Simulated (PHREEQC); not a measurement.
Dissolve 28 mmol/kgw H2S and 0.41 mmol/kgw NaOH at 69 °C. Closed to the air; pH follows from the charge balance.

Computed with PHREEQC (ion-association model, phreeqc.dat).

Each row changes one thing in this solution. No solid was allowed to form.

| case | pH | ionic strength (mol/kgw) |
|---|---|---|
| as made | 4.76 | 0.000428 |
| temperature from 69 to 35 °C | 5.00 | (withheld) |
| H2S left out | 9.41 | 0.000410 |
| diluted 100-fold with water | 5.18 | (withheld) |
| NaOH left out | 4.07 | 8.70e-5 |
| NaOH replaced by Na2CO3 at the same molality | (withheld) | (withheld) |
| H2S replaced by NaHS at the same molality | 9.25 | 0.0285 |
| H2S from 0.028 to 0.0056 mol/kgw | 5.47 | 0.000414 |

**Question.** What belongs in the gaps?

**Answer.** 
- temperature from 69 to 35 °C, ionic strength (mol/kgw): 0.000420
- diluted 100-fold with water, ionic strength (mol/kgw): 1.08e-5
- NaOH replaced by Na2CO3 at the same molality, pH: 5.04
- NaOH replaced by Na2CO3 at the same molality, ionic strength (mol/kgw): 0.000830

Complexes and solids missing from the database can't appear. At this temperature some constants are extrapolated from 25 °C, and those without enthalpy data are left unchanged.
